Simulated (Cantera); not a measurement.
Mixture: 10.9 % CH3OH, 18.7 % O2, 70.4 % N2, at 1.00 bar, adiabatic and at constant pressure. Ignition delay is the time to a rise of 400 K.

Model: GRI-Mech 3.0 (53 species, 325 reactions), integrated in Cantera. GRI-Mech 3.0 was tuned for natural gas; its chemistry of methanol as a main component is partial and can be far from experiment.

Question: Predict: delay at 1225 K; delay at 1325 K; delay at 1425 K; delay at 1525 K; delay at 1625 K; apparent activation energy between 1575 and 1675 K.

Answer: 
| Quantity | Result |
|---|---|
| delay at 1225 K | 6.62 ms |
| delay at 1325 K | 1.59 ms |
| delay at 1425 K | 0.494 ms |
| delay at 1525 K | 0.188 ms |
| delay at 1625 K | 84.6 µs |
| apparent activation energy between 1575 and 1675 K | 160 kJ/mol |
